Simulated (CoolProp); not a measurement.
Carbon dioxide at 431.74 K and 0.854 MPa flows at 17 m/s in a round tube of 12.7 mm bore and 45 µm roughness, fully developed (64/Re and Nu = 3.66 if laminar; Colebrook and Gnielinski if turbulent). Each further row changes one setting.

The numbers come from the reference Helmholtz-energy equation of state, Span 1996 in CoolProp.

| case | Reynolds number | Darcy friction factor | pressure drop (Pa/m) | heat-transfer coefficient (W/(m² K)) | mass flow (kg/h) |
|---|---|---|---|---|---|
| as stated | 108000 | 0.0285 | 3440 | 719 | 82.1 |
| velocity 34 m/s | 216000 | 0.0280 | 13500 | 1420 | 164 |
| diameter 25.4 mm | 216000 | 0.0236 | 1420 | 589 | 328 |

Viscosity comes from a separate model (Laesecke 2017). Thermal conductivity comes from a separate model (Huber 2016).
